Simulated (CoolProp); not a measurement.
Vapour-liquid equilibrium of R134a (1) + dimethyl ether (2) at 52.15 °C; x and y are mole fractions of (1).

Values from CoolProp's multi-fluid Helmholtz-energy mixture model, Tillner-Roth 1994 and Wu 2011; pair parameters Bell 2016.

### Question
Give the bubble pressure and the first vapour's composition at x = 0.2, 0.575, 0.95. Is there an azeotrope?

### Answer
x = 0.2: 11.88 bar, y = 0.199; x = 0.575: 12.40 bar, y = 0.611; x = 0.95: 13.70 bar, y = 0.960. y crosses x between x = 0.2 and 0.275: the model has an azeotrope there.

The pair parameters rest on a limited set of measurements; away from them the model extrapolates.
